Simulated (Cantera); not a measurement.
Feed: 1 mol SiC, 0.067 mol CO2, 420 mol N2, 0.024 mol N2O, at 133 Pa.

Method: chemical equilibrium by Gibbs-energy minimisation in Cantera with the NASA 1993 tables (ideal gas, pure condensed phases). Candidate condensed phases: C, Si, SiC, SiO2, Si2N2O, Si3N4; 34 gas species. Mutual solubility and eutectic melting of coexisting phases are not modelled. Kinetics and transport are ignored.

Q: Which condensed phases are stable at each of these points (T (K)): 973, 1073, 1173, 1273, 1373, 1473, 1573, 1673, 1773, 1873, 1973, 2073, 2173?

A: 
```tsv
T (K)	condensed phases	Si condensed (%)
973	C(graphite) + Si2N2O(s) + Si3N4(s)	100.0
1073	C(graphite) + Si2N2O(s) + Si3N4(s)	100.0
1173	C(graphite) + Si2N2O(s) + Si3N4(s)	100.0
1273	C(graphite) + SiC(s) + Si2N2O(s)	100.0
1373	SiC(s) + Si2N2O(s)	99.8
1473	SiC(s) + Si3N4(s)	97.0
1573	SiC(s)	95.3
1673	SiC(s)	94.6
1773	SiC(s)	92.2
1873	C(graphite) + SiC(s)	90.0
1973	C(graphite) + SiC(s)	45.7
2073	C(graphite)	0.0
2173	C(graphite)	0.0
```

From 973 K to 1173 K the condensed part is C(graphite) + Si2N2O(s) + Si3N4(s). At 1273 K the condensed part is C(graphite) + SiC(s) + Si2N2O(s). At 1373 K the condensed part is SiC(s) + Si2N2O(s). At 1473 K the condensed part is SiC(s) + Si3N4(s). From 1573 K to 1773 K the condensed part is SiC(s). From 1873 K to 1973 K the condensed part is C(graphite) + SiC(s). From 2073 K to 2173 K the condensed part is C(graphite).
